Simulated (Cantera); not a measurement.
# Silicon nitride deposition: Si₂Cl₆ + N₂

A closed system holds: 1 mol Si₂Cl₆, 5.5 mol N₂, equilibrated at 850 K and 0.143 Torr.

Equilibrium computed with Cantera from the NASA thermochemical tables; the gas is ideal and each condensed phase is pure. Candidate condensed phases: Si, Si₃N₄; 13 gas species. The feed counts by its element totals alone. N₂ is the only nitrogen source here; it is nearly inert below about 1500 K, so the nitride shown seldom forms there in practice. The tables' values for SiCl₃ are old estimates; treat these amounts as uncertain. Kinetics and transport are ignored.

```json
{
 "x(N₂)": "0.775",
 "x(SiCl₄)": "0.225",
 "x(SiCl₃)": "3.19e-5",
 "n(Si₃N₄(s))": "0.167 mol",
 "gas_amount": "6.667 mol",
 "log10 activity of Si(s) (absent)": "-6.93"
}
```
